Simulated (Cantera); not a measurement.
What does this Cantera script print?

```python
import numpy as np
import cantera as ct

gas_names = """
    H HNO HNO2 HNO3 HO2 H2 H2O H2O2 H2S H2SO4 Mg MgH MgN MgO MgOH MgO2H2 MgS Mg2 N NH NH2 NH3 NH2OH NO
    NO2 NO3 N2 N2H2 N2H4 N2O O OH O2 O3 S SH SN SO SO2 SO3 S2 S2O S8
""".split()
cond_names = """
    H2O(s) H2O(L) H2SO4(L) Mg(cr) Mg(L) MgO(s) MgO(L) MgO2H2(s) MgS(s) MgSO4(s) MgSO4(L) S(cr1) S(cr2)
    S(L)
""".split()


# ... load() reads the species with a 1 bar reference pressure and builds the phases ...
atoms = {
    'MgO': {'Mg': 1, 'O': 1},
    'O2': {'O': 2},
    'N2': {'N': 2},
    'H2S': {'H': 2, 'S': 1},
}
top_T = {'MgS(s)': 2250}  # K; cautious upper limits of use, not melting points


# ... equilibrate(T, P, feed) seeds the gas with the atoms and calls Mixture.equilibrate('TP', solver="vcs", rtol=1e-11, max_steps=5000) ...
results = []
feed = {'MgO': 1, 'O2': 1.1, 'N2': 3, 'H2S': 0.79}  # mol
T = 1775  # K
for P in [1000, 2600, 6700, 17000, 45000, 120000, 300000, 770000, 2000000]:
    mix = equilibrate(T, P, feed)
    results.append((T, P, feed, dict(zip(mix.species_names, mix.species_moles))))

top = {s: max(r[3][s] / sum(r[3][g] for g in gas_names) for r in results) for s in gas_names}
cols = sorted((s for s in top if top[s] > 0.001), key=lambda s: -top[s])[:5]
seen = [c for c in cond_names if any(r[3].get(c, 0) > 1e-12 for r in results)]
print("log10 of partial pressures in bar; condensed amounts in mol")
print(f"{'P/Pa':>10s}" + "".join(f"{s[:9]:>10s}" for s in cols + seen))
for T, P, feed, n in results:
    ng = sum(n[g] for g in gas_names)
    print(f"{P:10.4g}" + "".join(f"{np.log10(max(n[s] / ng * P / 1e5, 1e-99)):10.3f}" for s in cols)
          + "".join(f"{n.get(c, 0):10.4g}" for c in seen))
```

Output:

```
log10 of partial pressures in bar; condensed amounts in mol
      P/Pa        N2       H2O       SO2        H2        SO    MgO(s)
      1000    -2.183    -2.827    -2.792    -3.637    -4.058         1
      2600    -1.768    -2.405    -2.378    -3.263    -3.691         1
      6700    -1.356    -1.987    -1.969    -2.906    -3.343         1
   1.7e+04    -0.952    -1.575    -1.566    -2.565    -3.011         1
   4.5e+04    -0.528    -1.145    -1.145    -2.219    -2.673         1
   1.2e+05    -0.102    -0.713    -0.720    -1.878    -2.340         1
     3e+05     0.296    -0.310    -0.323    -1.566    -2.033         1
   7.7e+05     0.706     0.103     0.085    -1.250    -1.722         1
     2e+06     1.121     0.521     0.499    -0.934    -1.411         1
```

Equilibrium computed with Cantera from the NASA thermochemical tables; the gas is ideal and each condensed phase is pure.
